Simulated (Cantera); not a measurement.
Gas mixture: 100 % NO, at 58.0 Pa, frozen composition.

Cantera's kinetic-theory transport with the Lennard-Jones parameters of GRI-Mech 3.0, ideal gas; thermal conductivity in the multicomponent form. The composition is frozen, though it would react at the higher temperatures.

One state of this run: ρ (kg/m³) = 0.000127; cp (J/kg/K) = 1202; μ (µPa s) = 59.4; λ (mW/m/K) = 101; Pr = 0.706; D (cm²/s) H₂O = 8460; D (cm²/s) O = 9890; D (cm²/s) H₂ = 23400. D: mixture-averaged diffusion coefficient of that species in the mixture.

Task: Which value of T (K) does it belong to?
A. 400
B. 1650
C. 1150
D. 650

Result: B, 1650
